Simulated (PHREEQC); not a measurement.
A solution holds 0.0028 mol/kgw AgF, 9.6e-05 mol/kgw KNO3, 3.1e-05 mol/kgw Cu(NO3)2 and 5.9e-05 mol/kgw CO2, at 25 °C. Closed to the air; pH follows from the charge balance.

Model: ion-association model, wateq4f.dat, run in PHREEQC.

This is a speciation only: nothing precipitates in the calculation.

### Question
Estimate the pH.

### Answer
pH 5.66.

### Question
In which forms is Cu present?

### Answer
Cu+2 95 %, CuF+ 3.8 % of the Cu.
